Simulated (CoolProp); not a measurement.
Computed with CoolProp (reference Helmholtz-energy equation of state, Wu 2011).

Problem. Give the vapour pressure (kPa), liquid density (kg/m³), vapour Z, liquid viscosity (µPa s) of saturated dimethyl ether at 318.6, 321.9 K.

Solution. 
```tsv
T (K)	p (kPa)	liquid density (kg/m³)	vapour Z	liquid viscosity (µPa s)
318.6	1020	627	0.829	108
321.9	1110	621	0.820	105
```

Viscosity comes from a separate model (Meng 2012).
